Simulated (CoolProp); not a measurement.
Vapour-liquid equilibrium of R125 (1) + n-butane (2) at 1.81 bar; x and y are mole fractions of (1).

The numbers come from the multi-fluid Helmholtz-energy mixture model, Lemmon 2005 and Bücker 2006; pair parameters Bell 2016 in CoolProp.

```json
[
 {"x": "0.05", "bubble temperature (°C)": "-6.0", "y at the bubble point": "0.553", "dew temperature at overall composition x (°C)": "14.3", "liquid density (mol/L)": "10.46"},
 {"x": "0.15", "bubble temperature (°C)": "-24.2", "y at the bubble point": "0.807", "dew temperature at overall composition x (°C)": "11.0", "liquid density (mol/L)": "10.86"},
 {"x": "0.25", "bubble temperature (°C)": "[?]", "y at the bubble point": "0.863", "dew temperature at overall composition x (°C)": "[?]", "liquid density (mol/L)": "11.04"},
 {"x": "0.35", "bubble temperature (°C)": "[?]", "y at the bubble point": "0.881", "dew temperature at overall composition x (°C)": "3.5", "liquid density (mol/L)": "11.16"},
 {"x": "0.45", "bubble temperature (°C)": "-33.1", "y at the bubble point": "0.888", "dew temperature at overall composition x (°C)": "-0.8", "liquid density (mol/L)": "[?]"},
 {"x": "0.55", "bubble temperature (°C)": "-33.4", "y at the bubble point": "0.891", "dew temperature at overall composition x (°C)": "-5.8", "liquid density (mol/L)": "11.37"},
 {"x": "0.65", "bubble temperature (°C)": "-33.7", "y at the bubble point": "0.894", "dew temperature at overall composition x (°C)": "-11.7", "liquid density (mol/L)": "11.49"},
 {"x": "0.75", "bubble temperature (°C)": "-34.1", "y at the bubble point": "0.902", "dew temperature at overall composition x (°C)": "-19.0", "liquid density (mol/L)": "11.65"},
 {"x": "0.85", "bubble temperature (°C)": "[?]", "y at the bubble point": "0.921", "dew temperature at overall composition x (°C)": "-28.7", "liquid density (mol/L)": "11.85"},
 {"x": "0.95", "bubble temperature (°C)": "-35.3", "y at the bubble point": "0.962", "dew temperature at overall composition x (°C)": "[?]", "liquid density (mol/L)": "12.09"}
]
```

**Question.** Some entries are withheld; supply them.

**Answer.** 
- 0.25, bubble temperature (°C): -30.2
- 0.25, dew temperature at overall composition x (°C): 7.4
- 0.35, bubble temperature (°C): -32.4
- 0.45, liquid density (mol/L): 11.26
- 0.85, bubble temperature (°C): -34.7
- 0.95, dew temperature at overall composition x (°C): -35.2

No azeotrope shows between x = 0.05 and 0.95.

The pair parameters rest on a limited set of measurements; away from them the model extrapolates. With so large a gap from Raoult's law the liquid may split in two, which this calculation doesn't test in full.
